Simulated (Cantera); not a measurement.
# Stirred combustor or abatement burner

A perfectly stirred reactor is fed with CH3OH : O2 : N2 : CO2 = 1 : 2.83 : 9.62 : 0.35 (molar parts), equivalence ratio 0.53, at 2.80 bar; it is adiabatic with a 650 K inlet, and is followed from long to short residence time, starting on the burning branch (τ in s: 0.3, 0.073, 0.018, 0.0042, 0.001, 0.00024, 5.8e-05, 1.4e-05, 3.3e-06).

Computed with Cantera and GRI-Mech 3.0 (53 species, 325 reactions). GRI-Mech 3.0 was tuned for natural gas; its chemistry of methanol as a main component is partial and can be far from experiment.

| τ (s) | T (K) | x CH3OH | x O2 | x CO2 | x NO | x C2H4 | x HCN | x OH |
|---|---|---|---|---|---|---|---|---|
| 0.30 | 1898 | 5.51e-7 | 0.0927 | 0.0942 | 0.000123 | <1e-12 | 3.02e-10 | 0.000973 |
| 0.073 | 1897 | 1.92e-6 | 0.0928 | 0.0941 | 4.36e-5 | <1e-12 | 2.92e-10 | 0.00113 |
| 0.018 | 1892 | 5.70e-6 | 0.0928 | 0.0937 | 2.23e-5 | 1.86e-12 | 2.93e-10 | 0.00150 |
| 0.0042 | 1880 | 1.58e-5 | 0.0931 | 0.0926 | 1.42e-5 | 5.49e-12 | 3.68e-10 | 0.00216 |
| 0.0010 | 1853 | 4.26e-5 | 0.0940 | 0.0900 | 8.50e-6 | 2.72e-11 | 7.17e-10 | 0.00300 |
| 0.00024 | 1792 | 0.000130 | 0.0970 | 0.0830 | 3.75e-6 | 3.26e-10 | 2.40e-9 | 0.00355 |
| 5.8e-5 | 650 | 0.0725 | 0.205 | 0.0254 | <1e-12 | <1e-12 | <1e-12 | <1e-12 |
| 1.4e-5 | 650 | 0.0725 | 0.205 | 0.0254 | <1e-12 | <1e-12 | <1e-12 | <1e-12 |
| 3.3e-6 | 650 | 0.0725 | 0.205 | 0.0254 | <1e-12 | <1e-12 | <1e-12 | <1e-12 |
x: mole fraction; the columns are a selection and need not sum to one.
